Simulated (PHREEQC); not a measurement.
**Acid rinse or clean**

Consider water at 18 °C with 7.9 mmol/kgw HBr, 31 mmol/kgw CuSO4 and 51 mmol/kgw KCl. Closed to the air; pH follows from the charge balance.

Equilibrium calculation in PHREEQC: ion-association model, wateq4f.dat.

Each row changes one thing in this solution. This is a speciation only: nothing precipitates in the calculation.

```
case                                          pH  ionic strength (mol/kgw)  Cu+2 (mol/kgw)  SO4-2 (mol/kgw)  CuSO4 (mol/kgw)  HSO4- (mol/kgw)  SI of Chalcanthite (CuSO4:5H2O)  SI of Tenorite (CuO)
------------------------------------------  ----  ------------------------  --------------  ---------------  ---------------  ---------------  -------------------------------  --------------------
as made                                     2.38                     0.137          0.0214           0.0176          0.00888          0.00276                            -1.67                 -5.24
KCl left out                                2.38                    0.0817          0.0199           0.0170           0.0111          0.00297                            -1.57                 -5.19
HBr left out                                4.78                     0.131               ?           0.0194          0.00967          1.23e-5                            -1.63                 -0.45
KCl replaced by CaCl2 at the same molality  2.35                         ?          0.0239           0.0138          0.00564          0.00202                            -1.86                 -5.30
diluted 10-fold with water                  3.20                    0.0161         0.00261          0.00248         0.000479          9.08e-5                            -2.94                 -4.27
diluted 5-fold with water                   2.94                    0.0307         0.00490          0.00454          0.00124         0.000271                            -2.53                 -4.58
0.068 mol/kgw NaOH added                    8.59                     0.142         2.67e-5           0.0258                ?          2.48e-9                            -4.42                 +4.27
diluted 100-fold with water                 4.13                   0.00178        0.000298         0.000296          1.19e-5          1.60e-6                            -4.55                 -3.23
```

**Question.** Fill in the missing entries.

**Answer.** 
- HBr left out, Cu+2 (mol/kgw): 0.0206
- KCl replaced by CaCl2 at the same molality, ionic strength (mol/kgw): 0.217
- 0.068 mol/kgw NaOH added, CuSO4 (mol/kgw): 1.58e-5

Some of these states are supersaturated (in Atacamite, Gypsum, Cu(OH)2, for instance). The database's constant for dissolved Cu(OH)2 is higher than later reviews accept.
